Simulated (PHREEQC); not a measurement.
Sulfide liquor (model solution)

A solution holds 5.3 mmol/kgw H2S, 0.33 mmol/kgw NaCl and 0.1 mmol/kgw FeSO4, at 22 °C. Closed to the air; pH follows from the charge balance.

Equilibrium calculation in PHREEQC: ion-association model, wateq4f.dat.

This is a speciation only: nothing precipitates in the calculation.

Problem. Predict the pH.

Solution. pH 4.41.

Problem. In which forms is Fe present?

Solution. Fe+2 86 %, Fe(HS)2 13 %, FeSO4 1.1 % of the Fe.

Saturation is exceeded, for instance for Mackinawite; the values hold only as long as no solid forms. The polysulfide entries of wateq4f.dat were taken out for this run.
